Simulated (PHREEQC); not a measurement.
Synthetic water in mg/L, 25 °C, pH 7.69, pe 10.2: Na 49.1; K 34.3; Ca 25.7; Mg 4.07; Cl 66.5; S(6) as SO4 41.5; Alkalinity as HCO3 114; Si as SiO2 0.358.

Valence states are taken as typed.

All values are PHREEQC results (ion-association model, wateq4f.dat), not measurements.

Precipitation was switched off in this run.

Question: Order these S species by the share of S that they hold, largest first: SO4-2, CaSO4, KSO4-, MgSO4, NaSO4-.

Answer: SO4-2 (91 %), CaSO4 (5.8 %), MgSO4 (1.8 %), NaSO4- (0.71 %), KSO4- (0.41 %)

Question: Order these Ca species by the share of Ca that they hold, largest first: CaHCO3+, CaSO4, Ca+2, CaCO3.

Answer: Ca+2 (94 %), CaSO4 (3.9 %), CaHCO3+ (1.6 %), CaCO3 (0.45 %)

The pH is 7.69 and the ionic strength 0.00569 mol/kgw. Complexes and solids missing from the database can't appear.
